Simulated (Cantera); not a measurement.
An isothermal, constant-pressure homogeneous reactor starts with N2O : N2 = 1 : 3.9 (molar parts), at 1325 K and 0.987 atm.

Model: GRI-Mech 3.0 (53 species, 325 reactions), integrated in Cantera. GRI-Mech 3.0 was tuned for natural gas; its chemistry of N2O as a main component is partial and can be far from experiment. The mechanism lacks the step 2 NO + O2 → 2 NO2, which can matter for NO2 below about 1400 K. The temperature is held fixed by assumption; the heat of reaction is taken as removed at once.

Task: Predict: x(N2O) at 10.0 s; x(NO) at 10.0 s; x(NO2) at 10.0 s; x(N2) at 10.0 s; x(O2) at 10.0 s; x(O) at 10.0 s.

Result: 
```json
{
  "x(N2O) at 10.0 s": "1.63e-7 (gas-phase equilibrium 2.34e-8)",
  "x(NO) at 10.0 s": "0.0223 (gas-phase equilibrium 0.000332)",
  "x(NO2) at 10.0 s": "0.000136 (gas-phase equilibrium 2.16e-6)",
  "x(N2) at 10.0 s": "0.896 (gas-phase equilibrium 0.907)",
  "x(O2) at 10.0 s": "0.0813 (gas-phase equilibrium 0.0924)",
  "x(O) at 10.0 s": "7.91e-8 (gas-phase equilibrium 8.43e-8)"
}
```
